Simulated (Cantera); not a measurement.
An isothermal, constant-pressure homogeneous reactor starts with H2 : O2 : N2 = 1.5 : 1 : 4.7 (molar parts), equivalence ratio 0.75, at 1400 K and 113 Torr.

Model: the H2/O2 subset of GRI-Mech 3.0, which has no nitrogen chemistry, integrated in Cantera. The temperature is held fixed by assumption; the heat of reaction is taken as removed at once.

One state of this run: x H2 = 1.39e-6; x O2 = 0.0387; x H2O = 0.233; x O = 4.84e-7; x HO2 = 2.41e-8. x: mole fraction; the columns are a selection and need not sum to one.

### Question
Which value of t (s) does it belong to?
A) 0.0881
B) 5.15
C) 0.342
D) 0.0227

### Answer
B, 5.15
